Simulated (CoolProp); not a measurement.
Vapour-liquid equilibrium of cyclohexane (1) + p-xylene (2) at 211.25 °C; x and y are mole fractions of (1).

Model: multi-fluid Helmholtz-energy mixture model, Zhou 2014 and Zhou 2012; pair parameters Bell 2016, in CoolProp.

| x | bubble pressure, mixture model (bar) | bubble pressure, Raoult's law (bar) | y, mixture model | y, Raoult's law |
|---|---|---|---|---|
| 0.05 | 5.735 | 5.658 | 0.136 | 0.142 |
| 0.125 | 6.643 | 6.476 | 0.293 | 0.309 |
| 0.2 | 7.521 | 7.293 | 0.412 | 0.439 |
| 0.275 | 8.370 | 8.111 | 0.507 | 0.543 |
| 0.35 | 9.195 | 8.929 | 0.584 | 0.628 |
| 0.425 | 10.000 | 9.747 | 0.650 | 0.698 |
| 0.5 | 10.79 | 10.56 | 0.707 | 0.758 |
| 0.575 | 11.57 | 11.38 | 0.759 | 0.809 |
| 0.65 | 12.34 | 12.20 | 0.806 | 0.853 |
| 0.725 | 13.11 | 13.02 | 0.850 | 0.892 |
| 0.8 | 13.89 | 13.84 | 0.892 | 0.926 |
| 0.875 | 14.68 | 14.65 | 0.933 | 0.956 |
| 0.95 | 15.47 | 15.47 | 0.973 | 0.983 |

The largest gap from Raoult's law is +3.2 % in bubble pressure, at x = 0.275. No azeotrope shows between x = 0.05 and 0.95.

The pair parameters rest on a limited set of measurements; away from them the model extrapolates.
